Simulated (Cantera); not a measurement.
# Abatement and gas-phase synthesis: NF₃ + H₂O + N₂

Feed: 1 mol NF₃, 2 mol H₂O, 9.4 mol N₂, equilibrated at 1977 °C and 1.70e7 Pa.

Method: chemical equilibrium by Gibbs-energy minimisation in Cantera with the NASA 1993 tables (ideal gas, pure condensed phases). Candidate condensed phases: H₂O; 40 gas species. The ideal-gas law is rough above about 30 bar. The numbers say what is thermodynamically allowed, not how fast it happens.

```yaml
x(N₂): 0.696
x(HF): 0.212
x(O₂): 0.0495
x(H₂O): 0.0350
x(NO): 0.00644
x(OH): 0.000693
x(O): 6.30e-5
x(H₂F₂): 5.13e-5
x(NO₂): 4.88e-5
gas_amount: 14.15 mol
```
